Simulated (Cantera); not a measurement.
A perfectly stirred reactor is fed with C3H8 : H2 = 1 : 81 (molar parts), at 0.0263 atm; it is held at 1825 K, and followed from long to short residence time.

Detailed kinetics in Cantera: GRI-Mech 3.0 (53 species, 325 reactions). GRI-Mech 3.0 was tuned for natural gas; its chemistry of propane as a main component is partial and can be far from experiment. GRI-Mech 3.0 stops at C3 and has no aromatics, soot or wall deposition, so with more carbon than oxygen in the feed, carbon stays in small species such as C2H2 where larger ones or solid carbon would form. Radical loss at walls, strong at low pressure, is not modelled.

**Question.** Predict: x(C3H8) at τ = 19.0 s; x(H2) at τ = 19.0 s; x(C2H2) at τ = 19.0 s; x(CH3) at τ = 19.0 s; x(C2H4) at τ = 19.0 s; x(C3H8) at τ = 69.0 ms; x(H2) at τ = 69.0 ms; x(C2H2) at τ = 69.0 ms; x(CH3) at τ = 69.0 ms; x(C2H4) at τ = 69.0 ms.

**Answer.** 
```
Item                      Result
----------------------  --------
x(C3H8) at τ = 19.0 s    2.33e-8
x(H2) at τ = 19.0 s        0.979
x(C2H2) at τ = 19.0 s     0.0170
x(CH3) at τ = 19.0 s     6.29e-5
x(C2H4) at τ = 19.0 s    9.25e-6
x(C3H8) at τ = 69.0 ms   6.15e-6
x(H2) at τ = 69.0 ms       0.974
x(C2H2) at τ = 69.0 ms    0.0121
x(CH3) at τ = 69.0 ms   0.000633
x(C2H4) at τ = 69.0 ms  0.000103
```
